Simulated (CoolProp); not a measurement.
Vapour-liquid equilibrium of propane (1) + n-butane (2) at 0.0307 MPa; x and y are mole fractions of (1).

Computed with CoolProp (multi-fluid Helmholtz-energy mixture model, Lemmon 2009 and Bücker 2006; pair parameters Kunz 2012).

```csv
x,bubble temperature (K),y at the bubble point,dew temperature at overall composition x (K),liquid density (mol/L)
0.05,240.5,0.233,244.0,11.01
0.15,233.3,0.527,242.1,11.32
0.25,227.7,0.694,240.1,11.61
0.35,223.2,0.796,237.9,11.90
0.45,219.6,0.862,235.4,12.18
0.55,216.5,0.907,232.6,12.46
0.65,213.9,0.939,229.3,12.74
0.75,211.7,0.962,225.4,13.03
0.85,209.7,0.980,220.3,13.33
0.95,207.9,0.994,212.9,13.63
```

No azeotrope shows between x = 0.05 and 0.95.

The pair parameters rest on a limited set of measurements; away from them the model extrapolates.
